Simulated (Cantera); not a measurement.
A closed system holds: 1 mol Ta(OEt)5, 0.89 mol O2, 150 mol H2, held at 2148.15 K.

Method: chemical equilibrium by Gibbs-energy minimisation in Cantera with the NASA 1993 tables (ideal gas, pure condensed phases). Candidate condensed phases: C, C6H6, C7H8, C8H18, H2O, Ta, TaC, Ta2O5; 113 gas species. The feed counts by its element totals alone. TaC: taken at fixed stoichiometry. Condensed phases not in the tables: Ta2C. Rates play no part.

x: gas mole fraction; n: condensed amount in mol.

```json
[
 {"P (Pa)": "0.100", "x H2": "0.0494", "x H": "0.928", "x CO": "0.0214", "x CH4": "<1e-12", "x C2H2 (acetylene)": "9.48e-5", "x C3": "0.000823", "x C": "0.000594", "n C(graphite)": "1.11", "n TaC(s)": "1.00"},
 {"P (Pa)": "1", "x H2": "0.278", "x H": "0.695", "x CO": "0.0261", "x CH4": "(withheld)", "x C2H2 (acetylene)": "0.000533", "x C3": "8.23e-5", "x C": "5.94e-5", "n C(graphite)": "1.84", "n TaC(s)": "1.00"},
 {"P (Pa)": "10", "x H2": "0.633", "x H": "0.332", "x CO": "0.0334", "x CH4": "(withheld)", "x C2H2 (acetylene)": "0.00121", "x C3": "8.23e-6", "x C": "5.94e-6", "n C(graphite)": "1.71", "n TaC(s)": "1.00"},
 {"P (Pa)": "100", "x H2": "0.840", "x H": "0.121", "x CO": "0.0376", "x CH4": "(withheld)", "x C2H2 (acetylene)": "0.00161", "x C3": "8.23e-7", "x C": "5.94e-7", "n C(graphite)": "1.64", "n TaC(s)": "1.00"},
 {"P (Pa)": "1000", "x H2": "0.919", "x H": "0.0400", "x CO": "0.0393", "x CH4": "(withheld)", "x C2H2 (acetylene)": "0.00176", "x C3": "8.23e-8", "x C": "5.94e-8", "n C(graphite)": "1.61", "n TaC(s)": "1.00"},
 {"P (Pa)": "10000", "x H2": "0.946", "x H": "0.0128", "x CO": "0.0398", "x CH4": "(withheld)", "x C2H2 (acetylene)": "0.00181", "x C3": "8.23e-9", "x C": "5.94e-9", "n C(graphite)": "1.60", "n TaC(s)": "1.00"},
 {"P (Pa)": "100000", "x H2": "0.954", "x H": "0.00407", "x CO": "0.0400", "x CH4": "(withheld)", "x C2H2 (acetylene)": "0.00183", "x C3": "8.23e-10", "x C": "5.94e-10", "n C(graphite)": "1.55", "n TaC(s)": "1.00"},
 {"P (Pa)": "1000000", "x H2": "0.954", "x H": "0.00129", "x CO": "0.0401", "x CH4": "(withheld)", "x C2H2 (acetylene)": "0.00183", "x C3": "8.23e-11", "x C": "5.94e-11", "n C(graphite)": "1.12", "n TaC(s)": "1.00"}
]
```

Question: Some entries are withheld; supply them.

Answer: 
- 1, x CH4: 2.28e-10
- 10, x CH4: 1.18e-8
- 100, x CH4: 2.08e-7
- 1000, x CH4: 2.49e-6
- 10000, x CH4: 2.64e-5
- 100000, x CH4: 0.000268
- 1000000, x CH4: 0.00268
